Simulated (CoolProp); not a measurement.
Vapour-liquid equilibrium of CH2F2 (R32) (1) + R1234yf (2) at 1.45 bar; x and y are mole fractions of (1).

The numbers come from the multi-fluid Helmholtz-energy mixture model, Tillner-Roth 1997 and Lemmon 2022; pair parameters Bell 2023 in CoolProp.

Give the bubble temperature and the first vapour's composition at x = 0.55, 0.85, 0.95. Is there an azeotrope?

x = 0.55: -40.5 °C, y = 0.770; x = 0.85: -43.5 °C, y = 0.904; x = 0.95: -44.1 °C, y = 0.963. No azeotrope shows between x = 0.05 and 0.95.

Pair parameters are fitted to limited data, so mixtures are less certain than the pure fluids.
